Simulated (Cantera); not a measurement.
Halide evaporation, hydrolysis and transport: NaI + H₂O + N₂

A closed system holds: 1 mol NaI, 0.081 mol H₂O, 0.84 mol N₂, equilibrated at 13.3 mbar.

Equilibrium computed with Cantera from the NASA thermochemical tables; the gas is ideal and each condensed phase is pure. Candidate condensed phases: H₂O, I₂, Na, NaI, NaOH, NaO₂, Na₂O, Na₂O₂; 35 gas species. Gases not in the tables: NaBr and NaI dimers. Rates play no part.

```csv
T (K),log p NaI,log p N₂,log p I,log p Na,log p H₂O,log p H₂,log p NaOH,log p H
1175,-2.16,-2.23,-5.31,-5.73,-3.25,-5.81,-5.49,-9.82
1275,-2.16,-2.23,-4.86,-5.11,-3.26,-5.53,-5.21,-8.90
1375,-2.16,-2.24,-4.45,-4.60,-3.26,-5.30,-4.98,-8.12
1475,-2.17,-2.24,-4.09,-4.18,-3.27,-5.12,-4.80,-7.45
1575,-2.18,-2.24,-3.76,-3.82,-3.27,-4.96,-4.64,-6.86
1675,-2.19,-2.24,-3.48,-3.51,-3.29,-4.83,-4.52,-6.35
1775,-2.22,-2.25,-3.23,-3.25,-3.30,-4.69,-4.44,-5.89
1875,-2.26,-2.27,-3.01,-3.03,-3.33,-4.56,-4.39,-5.46
1975,-2.33,-2.29,-2.83,-2.84,-3.37,-4.42,-4.38,-5.07
2075,-2.43,-2.31,-2.68,-2.69,-3.42,-4.28,-4.41,-4.72
```
log p: log10 of the partial pressure in bar; nothing condenses.

From 1175 K to 2075 K nothing is condensed.
